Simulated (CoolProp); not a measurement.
The fluoroketone C6F12O (FK-5-1-12) along the isobar 10.8 bar: density (kg/m³) from the reference equation and from simpler models built on Tc = 168.7 °C, pc = 18.69 bar, ω = 0.471; each cubic takes its own stable root.

Computed with CoolProp (reference Helmholtz-energy equation of state, McLinden 2015).

| T (°C) | phase | reference | van der Waals | Redlich-Kwong | Peng-Robinson |
|---|---|---|---|---|---|
| -35.75 | liquid | 1777 | 1041 | 1535 | 1807 |
| -16.95 | liquid | ___ | 1016 | 1491 | 1768 |
| 1.75 | liquid | 1674 | 988.6 | 1444 | 1724 |
| 20.55 | liquid | 1620 | 959.2 | 1392 | 1675 |
| 39.25 | liquid | 1564 | 927.3 | 1336 | 1618 |
| 58.05 | liquid | 1504 | 891.8 | 1275 | 1554 |
| 76.75 | liquid | 1440 | 851.7 | 1206 | 1479 |
| 95.55 | liquid | 1367 | 803.8 | 1126 | 1390 |
| 114.35 | liquid | ___ | ___ | 1030 | 1279 |
| 133.05 | liquid | 1179 | 139.8 | 151.7 | 1131 |
| 151.85 | gas | 137.3 | 126.4 | 132.7 | 139.4 |
| 170.55 | gas | 120.7 | ___ | 119.9 | 122.9 |
| 189.35 | gas | 109.5 | 108.1 | ___ | 111.5 |
| 208.05 | gas | 101.3 | ___ | ___ | ___ |
| 226.85 | gas | 94.61 | 95.62 | 96.30 | 95.90 |

Task: What belongs in the gaps?

Result: 
- -16.95, reference: 1726
- 114.35, reference: 1284
- 114.35, van der Waals: 159.4
- 170.55, van der Waals: 116.3
- 189.35, Redlich-Kwong: 110.3
- 208.05, van der Waals: 101.4
- 208.05, Redlich-Kwong: 102.7
- 208.05, Peng-Robinson: 102.9

At some of these states van der Waals, Redlich-Kwong gives the other phase, because its saturation line lies elsewhere.
